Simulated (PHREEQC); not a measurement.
Dissolve 0.0015 mol KHCO3 and 0.008 mol NaOH per kg of water at 60 °C. Closed to the air; pH follows from the charge balance.

Computed with PHREEQC (ion-association model, phreeqc.dat).

Problem. The ionic strength comes out as 0.0100 mol/kgw. What activity coefficients do OH-, Na+, CO3-2, HCO3-, NaCO3- get?

Solution. OH- 0.89, Na+ 0.90, CO3-2 0.65, HCO3- 0.90, NaCO3- 0.90.

This is a speciation only: nothing precipitates in the calculation. Constants without temperature data keep their 25 °C values here.
